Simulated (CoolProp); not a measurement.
Computed with CoolProp (reference Helmholtz-energy equation of state, Lemmon 2006). It is a short technical equation, of lower accuracy than the large ones.

Question: Give the vapour pressure (kPa), liquid density (kg/m³), vapour density (kg/m³), enthalpy of vaporisation (kJ/kg) of saturated carbonyl sulfide at 255.6, 279.8 K.

Answer: 
| T (K) | p (kPa) | liquid density (kg/m³) | vapour density (kg/m³) | enthalpy of vaporisation (kJ/kg) |
|---|---|---|---|---|
| 255.6 | 371 | 1100 | 11.3 | 285 |
| 279.8 | 789 | 1040 | 23.1 | 264 |
